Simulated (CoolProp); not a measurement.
p-xylene along the isobar 5.09 MPa: density (kg/m³) from the reference equation and from simpler models built on Tc = 616.2 K, pc = 3.532 MPa, ω = 0.324; each cubic takes its own stable root.

The numbers come from the reference Helmholtz-energy equation of state, Zhou 2012 in CoolProp.

```json
[
 {"T (K)": "448.3", "phase": "liquid", "reference": "725.2", "Redlich-Kwong": "607.8", "Soave-Redlich-Kwong": "635.1"},
 {"T (K)": "462.6", "phase": "liquid", "reference": "710.6", "Redlich-Kwong": "593.9", "Soave-Redlich-Kwong": "621.3"},
 {"T (K)": "476.9", "phase": "liquid", "reference": "695.5", "Redlich-Kwong": "579.3", "Soave-Redlich-Kwong": "606.6"},
 {"T (K)": "491.2", "phase": "liquid", "reference": "679.7", "Redlich-Kwong": "564.1", "Soave-Redlich-Kwong": "591.0"},
 {"T (K)": "505.5", "phase": "liquid", "reference": "663.2", "Redlich-Kwong": "548.0", "Soave-Redlich-Kwong": "574.3"},
 {"T (K)": "519.9", "phase": "liquid", "reference": "645.6", "Redlich-Kwong": "531.0", "Soave-Redlich-Kwong": "556.2"},
 {"T (K)": "534.2", "phase": "liquid", "reference": "627.1", "Redlich-Kwong": "513.0", "Soave-Redlich-Kwong": "536.9"},
 {"T (K)": "548.5", "phase": "liquid", "reference": "607.1", "Redlich-Kwong": "493.8", "Soave-Redlich-Kwong": "515.8"},
 {"T (K)": "562.8", "phase": "liquid", "reference": "585.4", "Redlich-Kwong": "473.1", "Soave-Redlich-Kwong": "492.6"},
 {"T (K)": "577.1", "phase": "liquid", "reference": "561.3", "Redlich-Kwong": "450.6", "Soave-Redlich-Kwong": "466.9"},
 {"T (K)": "591.4", "phase": "liquid", "reference": "533.6", "Redlich-Kwong": "425.9", "Soave-Redlich-Kwong": "437.7"},
 {"T (K)": "605.7", "phase": "liquid", "reference": "500.5", "Redlich-Kwong": "398.0", "Soave-Redlich-Kwong": "403.9"},
 {"T (K)": "620", "phase": "supercritical", "reference": "457.9", "Redlich-Kwong": "365.8", "Soave-Redlich-Kwong": "363.1"}
]
```
